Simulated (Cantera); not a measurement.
An isothermal, constant-pressure homogeneous reactor starts with H₂ : O₂ : N₂ = 1.8 : 1 : 2.2 (molar parts), at 900 K and 1.00 bar.

Detailed kinetics in Cantera: the H2/O2 subset of GRI-Mech 3.0, which has no nitrogen chemistry. Below about 950 K walls govern HO2 and H2O2 in real vessels. The temperature is held fixed by assumption; the heat of reaction is taken as removed at once.

x: mole fraction; the columns are a selection and need not sum to one.

| t (s) | x H₂ | x O₂ | x H₂O₂ | x O | x H |
|---|---|---|---|---|---|
| 5.00e-5 | 0.360 | 0.200 | <1e-12 | 2.15e-12 | 2.13e-11 |
| 0.000195 | 0.360 | 0.200 | 9.26e-12 | 2.24e-12 | 2.21e-11 |
| 0.000758 | 0.360 | 0.200 | 1.50e-10 | 2.50e-12 | 2.48e-11 |
| 0.00295 | 0.360 | 0.200 | … | 3.67e-12 | 3.63e-11 |
| 0.0115 | 0.360 | 0.200 | 4.51e-8 | 1.12e-11 | 1.11e-10 |
| 0.0447 | 0.360 | 0.200 | 2.53e-6 | 2.12e-10 | 2.09e-9 |
| 0.174 | 0.359 | 0.199 | 0.000257 | 7.06e-9 | 7.00e-8 |
| 0.678 | … | … | … | … | … |
| 2.64 | 0.198 | 0.120 | 0.00103 | 1.32e-8 | 1.24e-7 |
| 10.3 | 0.0262 | 0.0371 | 0.000116 | 6.63e-9 | 3.12e-8 |
| 40.0 | 0.000343 | 0.0246 | 3.97e-7 | 1.52e-10 | 1.51e-10 |

### Question
Complete the blanks.

### Answer

- 0.00295, x H₂O₂: 2.40e-9
- 0.678, x H₂: 0.324
- 0.678, x O₂: 0.182
- 0.678, x H₂O₂: 0.00154
- 0.678, x O: 2.41e-8
- 0.678, x H: 2.43e-7
